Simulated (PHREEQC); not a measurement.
A solution holds 0.0044 mol K2SiO3 per kg of water, at 93 °C. Closed to the air; pH follows from the charge balance.

Computed with PHREEQC (ion-association model, phreeqc.dat).

pH: 9.99
ionic strength: 0.00887 mol/kgw
total alkalinity: 8.80 meq/kg

```
species   molality  activity   log γ
--------  --------  --------  ------
K+         0.00880   0.00785  -0.050
OH-        0.00482   0.00430  -0.050
H3SiO4-    0.00384   0.00343  -0.049
H4SiO4    0.000490  0.000491   0.001
H2SiO4-2   6.80e-5   4.40e-5  -0.189
```

Precipitation was switched off in this run. Complexes and solids missing from the database can't appear. Constants without temperature data keep their 25 °C values here.
